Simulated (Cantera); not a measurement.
## Boron, boron nitride and boron oxide: B + NH3 + N2 + H2

Charge: 1 mol B, 22 mol NH3, 0.22 mol N2, 2.1 mol H2, at 1527 °C and 34.0 mbar.

Equilibrium computed with Cantera from the NASA thermochemical tables; the gas is ideal and each condensed phase is pure. Candidate condensed phases: B, BN; 15 gas species. Equilibrium is a limit: real reactors are often held back by kinetics, nucleation or transport.

| Quantity | Result |
|---|---|
| x(H2) | 0.765 |
| x(N2) | 0.234 |
| x(H) | 0.00170 |
| x(BH2) | 2.30e-6 |
| n(BN(s)) | 1.000 mol |
| gas amount | 45.86 mol |
| log10 activity of B(s) (absent) | -1.64 |
